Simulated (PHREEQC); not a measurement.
Consider water at 25 °C with 0.0079 mol HF, 0.00011 mol NH4HF2 and 4.1e-05 mol H2SiF6 per kg of water. Closed to the air; pH follows from the charge balance.

Computed with PHREEQC (ion-association model, wateq4f.dat).

* **pH**: 2.70
* **ionic strength**: 0.00223 mol/kgw
* **total alkalinity**: -8.26 meq/kg

```
species  molality  activity   log γ
-------  --------  --------  ------
HF        0.00579   0.00580   0.000
H+        0.00208   0.00198  -0.021
F-        0.00206   0.00195  -0.023
NH4+     0.000110  0.000104  -0.023
H2F2      8.75e-5   8.76e-5   0.000
HF2-      4.58e-5   4.35e-5  -0.023
SiF6-2    4.10e-5   3.33e-5  -0.089
```

This is a speciation only: nothing precipitates in the calculation. SiF6-2 is the database's only silicon fluoride.
